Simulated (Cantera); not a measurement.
What does this Cantera script print?

```python
import numpy as np
import cantera as ct

gas_names = """
    H H2 Si SiH SiH2 SiH3 SiH4 Si2 Si3
""".split()
cond_names = """
    Si(cr) Si(L)
""".split()


# ... load() reads the species with a 1 bar reference pressure and builds the phases ...
atoms = {
    'Si': {'Si': 1},
    'H2': {'H': 2},
}
top_T = {}  # K; cautious upper limits of use, not melting points


# ... equilibrate(T, P, feed) seeds the gas with the atoms and calls Mixture.equilibrate('TP', solver="vcs", rtol=1e-11, max_steps=5000) ...
results = []
feed = {'Si': 1, 'H2': 0.37}  # mol
T = 1698.15  # K
P = 19000  # Pa
mix = equilibrate(T, P, feed)
results.append((T, P, feed, dict(zip(mix.species_names, mix.species_moles))))
x = sorted(zip(gas.X, gas.species_names), reverse=True)
print(f"T = {T:g} K  P = {P:g} Pa  gas = {mix.phase_moles(0):.4g} mol")
print("   x: " + "  ".join(f"{s} {v:.3e}" for v, s in x if v > 1e-05))
print("   condensed (mol): " + ("  ".join(f"{mix.phase(i).name} {mix.phase_moles(i):.4g}"
      for i in range(1, mix.n_phases) if mix.phase_moles(i) > 1e-12) or "none"))
```

Output:

```
T = 1698.15 K  P = 19000 Pa  gas = 0.3701 mol
   x: H2 9.996e-01  H 3.321e-04  SiH2 1.398e-05
   condensed (mol): Si(L) 1
```

Equilibrium computed with Cantera from the NASA thermochemical tables; the gas is ideal and each condensed phase is pure. Gases not in the tables: Si2H6 and higher silanes.
